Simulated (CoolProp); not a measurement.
R236EA along the isotherm 88.35 °C: density (kg/m³) from the reference equation and from simpler models built on Tc = 139.3 °C, pc = 3.414 MPa, ω = 0.368; each cubic takes its own stable root.

The numbers come from the reference Helmholtz-energy equation of state, Rui 2013 in CoolProp.

| p (MPa) | phase | reference |
|---|---|---|
| 0.427 | gas | 23.32 |
| 0.853 | gas | 51.34 |
| 1.28 | liquid | 1186 |
| 1.71 | liquid | 1192 |
| 2.13 | liquid | 1197 |
| 2.56 | liquid | 1203 |
| 2.99 | liquid | 1208 |
| 3.41 | liquid | 1213 |
| 3.84 | liquid | 1217 |
| 4.27 | liquid | 1222 |
| 4.69 | liquid | 1226 |
| 5.12 | liquid | 1230 |

**Question.** How far does each simpler model (van der Waals, Peng-Robinson) lie from the reference over these 12 states: mean and median of the absolute difference, and the worst?

**Answer.** 
- van der Waals: mean 41.5 %, median 38.2 %, worst -93.3 % at 88.35 °C and 1.28 MPa
- Peng-Robinson: mean 0.6 %, median 0.5 %, worst -1.5 % at 88.35 °C and 1.28 MPa

At some of these states van der Waals gives the other phase, because its saturation line lies elsewhere.
